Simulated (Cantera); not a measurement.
Input (Python, Cantera) and output of one run.

```python
import numpy as np
import cantera as ct

gas_names = """
    C CO COS CO2 CS CS2 C2 C2O C3 C3O2 C4 C5 Fe FeC5O5 FeO O O2 O3 S SO SO2 SO3 S2 S2O S8
""".split()
cond_names = """
    C(gr) Fe(a) Fe(c) Fe(d) Fe(L) FeC5O5(L) FeO(s) FeO(L) FeS(a) FeS(b) FeS(c) FeS(L) FeSO4(s) FeS2(s)
    Fe2O3(s) Fe2S3O12(s) Fe3O4(s) S(cr1) S(cr2) S(L)
""".split()


def load(file, names, dense=False):
    # The tables refer to 1 bar. Condensed volumes are neglected.
    table = {s.name: s for s in ct.Species.list_from_file(file)}
    out = []
    for n in names:
        d = dict(table[n].input_data)
        d["thermo"] = dict(d["thermo"], **{"reference-pressure": 1e5})
        if dense:
            d["equation-of-state"] = {"model": "constant-volume", "density": "1e6 g/cm^3"}
        out.append(ct.Species.from_dict(d))
    return out


gas = ct.Solution(thermo="ideal-gas", species=load("nasa_gas.yaml", gas_names))
cond = {s.name: ct.Solution(thermo="fixed-stoichiometry", species=[s], name=s.name)
        for s in load("nasa_condensed.yaml", cond_names, dense=True)}
atoms = {
    'FeS2': {'Fe': 1, 'S': 2},
    'SO3': {'S': 1, 'O': 3},
    'CO2': {'C': 1, 'O': 2},
    'SO2': {'S': 1, 'O': 2},
}
top_T = {'C(gr)': 4500, 'FeSO4(s)': 950, 'FeS2(s)': 1010, 'Fe2O3(s)': 1830, 'Fe2S3O12(s)': 1100, 'Fe3O4(s)': 1870}  # K; cautious upper limits of use, not melting points


def equilibrate(T, P, feed):
    n = {}
    for name, mol in feed.items():
        for a, k in atoms[name].items():
            n[a] = n.get(a, 0.0) + k * mol
    gas.TPX = T, P, n
    mass = sum(n.values()) * gas.mean_molecular_weight
    gas.equilibrate("TP")
    valid = [c for c in cond.values() if c.min_temp <= T <= top_T.get(c.name, c.max_temp)]
    mix = ct.Mixture([(gas, mass / gas.mean_molecular_weight)] + [(c, 0.0) for c in valid])
    mix.T, mix.P = T, P
    mix.equilibrate("TP", solver="vcs", rtol=1e-11, max_steps=5000)
    return mix


results = []
feed = {'FeS2': 1, 'SO3': 0.81, 'CO2': 0.59, 'SO2': 0.061}  # mol
P = 1300  # Pa
for T in [1273, 1323, 1373, 1423, 1473, 1523, 1573, 1623]:
    mix = equilibrate(T, P, feed)
    results.append((T, P, feed, dict(zip(mix.species_names, mix.species_moles))))

top = {s: max(r[3][s] / sum(r[3][g] for g in gas_names) for r in results) for s in gas_names}
cols = sorted((s for s in top if top[s] > 1e-06), key=lambda s: -top[s])[:5]
seen = [c for c in cond_names if any(r[3].get(c, 0) > 1e-12 for r in results)]
print("log10 of partial pressures in bar; condensed amounts in mol")
print(f"{'T/K':>10s}" + "".join(f"{s[:9]:>10s}" for s in cols + seen))
for T, P, feed, n in results:
    ng = sum(n[g] for g in gas_names)
    print(f"{T:10.4g}" + "".join(f"{np.log10(max(n[s] / ng * P / 1e5, 1e-99)):10.3f}" for s in cols)
          + "".join(f"{n.get(c, 0):10.4g}" for c in seen))
```

It prints:

```
log10 of partial pressures in bar; condensed amounts in mol
       T/K       SO2        S2       CO2        CO        SO    FeO(s)    FeS(c)    FeS(L)
      1273    -2.113    -2.773    -2.480    -3.662    -4.569         0         1         0
      1323    -2.130    -2.697    -2.499    -3.497    -4.370   0.08453    0.9155         0
      1373    -2.162    -2.590    -2.529    -3.340    -4.185    0.2344    0.7656         0
      1423    -2.200    -2.496    -2.567    -3.202    -4.018    0.4079    0.5921         0
      1473    -2.239    -2.423    -2.614    -3.085    -3.869    0.5838         0    0.4162
      1523    -2.265    -2.386    -2.660    -2.993    -3.731    0.6977         0    0.3023
      1573    -2.292    -2.354    -2.714    -2.916    -3.604    0.8132         0    0.1867
      1623    -2.321    -2.325    -2.773    -2.853    -3.488    0.9285         0   0.07149
```

These are equilibrium values from Cantera (NASA tables, ideal gas, pure condensed phases), not measurements of a reactor. Metal and sulfide melt together well below either melting point, which pure phases cannot show. Mutual solubility and eutectic melting of coexisting phases are not modelled. The tables' stoichiometric FeO is somewhat more stable than real wüstite, so its field is too wide. FeO, FeS: taken at fixed stoichiometry. Gases not in the tables: S3 to S7.
